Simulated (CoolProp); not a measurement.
Vapour-liquid equilibrium of propylene (1) + isobutane (2) at 13.9 kPa; x and y are mole fractions of (1).

Model: multi-fluid Helmholtz-energy mixture model, Lemmon 2013 and Bücker 2006; pair parameters Bell 2016, in CoolProp.

```csv
x,bubble temperature (K),y at the bubble point,dew temperature at overall composition x (K),liquid density (mol/L)
0.05,214.8,0.294,219.1,11.20
0.15,209.7,0.528,217.4,11.60
0.25,206.9,0.638,215.6,11.98
0.35,204.7,0.719,(withheld),12.38
0.45,202.5,0.792,211.5,12.80
0.55,200.1,0.858,209.2,13.24
0.65,197.6,(withheld),206.6,13.72
0.75,195.1,(withheld),203.8,14.22
0.85,192.6,0.983,200.5,14.73
0.95,190.5,0.997,195.6,15.25
```

Task: What belongs in the gaps?

Result: 
- 0.35, dew temperature at overall composition x (K): 213.7
- 0.65, y at the bubble point: 0.915
- 0.75, y at the bubble point: 0.957

No azeotrope shows between x = 0.05 and 0.95.

Pair parameters are fitted to limited data, so mixtures are less certain than the pure fluids. The gap from Raoult's law changes sign with composition, which may be real or a fault of the pair parameters; it wasn't checked against measurements.
